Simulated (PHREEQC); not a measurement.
Make-up at 20 °C: 0.00013 mol/kgw CaSO4, 3.8e-05 mol/kgw Na2SO4 and 4e-05 mol/kgw H4SiO4. Closed to the air; pH follows from the charge balance.

Equilibrium calculation in PHREEQC: ion-association model, wateq4f.dat.

```json
[
 {"quantity": "pH", "before": "6.97", "after": "9.93"},
 {"quantity": "CaSO4 (mol/kgw)", "before": "3.18e-6", "after": "3.14e-6"},
 {"quantity": "SI of Gypsum (CaSO4:2H2O)", "before": "-3.20", "after": "-3.20"},
 {"quantity": "SI of Portlandite (Ca(OH)2)", "before": "-13.20", "after": "-7.28"}
]
```

Task: What was changed between the two runs?
A. Na2SO4 replaced by KHSO4 at the same molality
B. H4SiO4 left out
C. H4SiO4 from 4e-05 to 8e-06 mol/kgw
D. Na2SO4 left out
E. H4SiO4 replaced by K2SiO3 at the same molality

Result: E, H4SiO4 replaced by K2SiO3 at the same molality

This is a speciation only: nothing precipitates in the calculation.
